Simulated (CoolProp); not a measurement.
Vapour-liquid equilibrium of propane (1) + isobutene (2) at -78.15 °C; x and y are mole fractions of (1).

Computed with CoolProp (multi-fluid Helmholtz-energy mixture model, Lemmon 2009 and Lemmon 2005; pair parameters Bell 2016).

```tsv
x	bubble pressure (kPa)	y at the bubble point	dew pressure at overall composition x (kPa)	liquid density (mol/L)
0.05	2.960	0.406	1.935	12.59
0.15	4.668	0.656	2.145	12.72
0.25	5.983	0.756	2.405	12.86
0.35	7.118	0.815	2.735	13.00
0.45	8.193	0.858	3.168	13.16
0.55	9.275	0.894	3.759	13.31
0.65	10.40	0.924	4.606	13.48
0.75	11.59	0.950	5.893	13.64
0.85	12.83	0.973	7.968	13.81
0.95	14.10	0.992	11.57	13.99
```

No azeotrope shows between x = 0.05 and 0.95.

Pair parameters are fitted to limited data, so mixtures are less certain than the pure fluids.
